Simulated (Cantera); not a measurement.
A perfectly stirred reactor is fed with C₂H₆ : O₂ : N₂ : H₂O = 1 : 2.92 : 11 : 0.35 (molar parts), equivalence ratio 1.2, at 3750 Torr; it is adiabatic with a 573 K inlet, and is followed from long to short residence time, starting on the burning branch (τ in s: 0.19, 0.07, 0.025, 0.009, 0.0033, 0.0012, 0.00042, 0.00015, 5.5e-05).

Detailed kinetics in Cantera: GRI-Mech 3.0 (53 species, 325 reactions).

Q: What does this change do: C2H6 1 to 0.62 parts?

A: 
| quantity | before | after |
|---|---|---|
| blow-out, bracketed by the residence times tried | burning at 55.0 µs, the shortest tried | burning at 55.0 µs, the shortest tried |
| x(C₂H₆) at τ = 0.190 s | 3.61e-8 | 6.22e-8 |
| x(O₂) at τ = 0.190 s | 0.000121 | 0.0484 |
| x(H₂O) at τ = 0.190 s | 0.182 | 0.144 |
| x(CH₂) at τ = 0.190 s | 5.05e-8 | 6.05e-9 |
| x(C₂H₄) at τ = 0.190 s | 7.00e-8 | 1.97e-7 |
| x(C₂H₆) at τ = 3.30 ms | 1.66e-6 | 2.67e-6 |
| x(O₂) at τ = 3.30 ms | 0.000807 | 0.0496 |
| x(H₂O) at τ = 3.30 ms | 0.179 | 0.143 |
| x(CH₂) at τ = 3.30 ms | 1.50e-6 | 2.56e-7 |
| x(C₂H₄) at τ = 3.30 ms | 2.91e-6 | 7.74e-6 |
